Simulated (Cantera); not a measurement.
What does this Cantera script print?

```python
import numpy as np
import cantera as ct

gas = ct.Solution("gri30.yaml")
gas.TPX = 1348, 35000, {'CH4': 5, 'N2': 62}
reactor = ct.IdealGasConstPressureReactor(gas, energy="off", clone=False)
net = ct.ReactorNet([reactor])
net.rtol, net.atol = 1e-08, 1e-18
show = ['CH4', 'HCN', 'C2H', 'C2H6', 'H', 'C2H4']
times = np.geomspace(5e-06, 60, 15)

steps = ct.SolutionArray(gas, extra=["t"])
rows = []
print(f"{'t/s':>10s}{'T/K':>9s}{'P/Pa':>11s}" + "".join(f"{s:>11s}" for s in show))
for t in times:
    while net.time < t:
        t_next = net.step()
        steps.append(gas.state, t=t_next)
    rows.append([np.interp(t, steps.t, y) for y in (steps.T, steps.P, *steps(*show).X.T)])
    print(f"{t:10.3e}{rows[-1][0]:9.1f}{rows[-1][1]:11.4g}" + "".join(f"{x:11.3e}" for x in rows[-1][2:]))
rate = np.gradient(steps.T, steps.t)
print("integrator steps:", len(steps.t))
if steps.T.max() > steps.T[0] + 200:
    print(f"time of steepest temperature rise: {steps.t[rate.argmax()]:.4e} s")
gas.TPX = 1348, 35000, {'CH4': 5, 'N2': 62}
gas.equilibrate("TP")
print(f"equilibrium (TP): T = {gas.T:.1f} K  " + "  ".join(f"{s} {gas[s].X[0]:.3e}" for s in show))
```

Output:

```
       t/s      T/K       P/Pa        CH4        HCN        C2H       C2H6          H       C2H4
 5.000e-06   1348.0    3.5e+04  7.463e-02  2.405e-23  4.988e-36  3.860e-17  6.636e-10  6.934e-19
 1.602e-05   1348.0    3.5e+04  7.463e-02  3.098e-22  6.612e-33  1.909e-15  8.305e-10  7.654e-17
 5.132e-05   1348.0    3.5e+04  7.463e-02  3.587e-21  6.373e-30  7.659e-14  8.358e-10  6.024e-15
 1.644e-04   1348.0    3.5e+04  7.463e-02  3.855e-20  3.770e-27  2.702e-12  8.359e-10  2.896e-13
 5.267e-04   1348.0    3.5e+04  7.463e-02  4.051e-19  1.590e-24  9.082e-11  8.363e-10  1.084e-11
 1.688e-03   1348.0    3.5e+04  7.463e-02  4.455e-18  5.723e-22  2.933e-09  8.402e-10  3.645e-10
 5.406e-03   1348.0    3.5e+04  7.462e-02  6.292e-17  2.087e-19  8.801e-08  8.764e-10  1.133e-08
 1.732e-02   1348.0    3.5e+04  7.462e-02  6.886e-16  4.732e-17  1.626e-06  1.043e-09  2.331e-07
 5.549e-02   1348.0    3.5e+04  7.459e-02  4.093e-15  1.200e-15  1.023e-05  1.357e-09  2.158e-06
 1.778e-01   1348.0    3.5e+04  7.450e-02  2.212e-14  1.776e-14  3.665e-05  2.612e-09  1.739e-05
 5.695e-01   1348.0    3.5e+04  7.410e-02  1.596e-13  3.676e-13  8.716e-05  9.051e-09  1.303e-04
 1.825e+00   1348.0    3.5e+04  7.257e-02  1.557e-12  4.582e-12  9.555e-05  3.542e-08  4.215e-04
 5.846e+00   1348.0    3.5e+04  6.831e-02  1.138e-11  1.993e-11  6.326e-05  1.015e-07  4.036e-04
 1.873e+01   1348.0    3.5e+04  5.863e-02  5.739e-11  4.819e-11  3.256e-05  2.263e-07  3.063e-04
 6.000e+01   1348.0    3.5e+04  4.054e-02  2.194e-10  9.584e-11  1.197e-05  4.459e-07  4.799e-04
integrator steps: 1146
equilibrium (TP): T = 1348.0 K  CH4 5.708e-03  HCN 4.108e-02  C2H 9.201e-11  C2H6 5.922e-07  H 1.218e-06  C2H4 5.633e-04
```

Computed with Cantera and GRI-Mech 3.0 (53 species, 325 reactions). GRI-Mech 3.0 stops at C3 and has no aromatics, soot or wall deposition, so with more carbon than oxygen in the feed, carbon stays in small species such as C2H2 where larger ones or solid carbon would form.
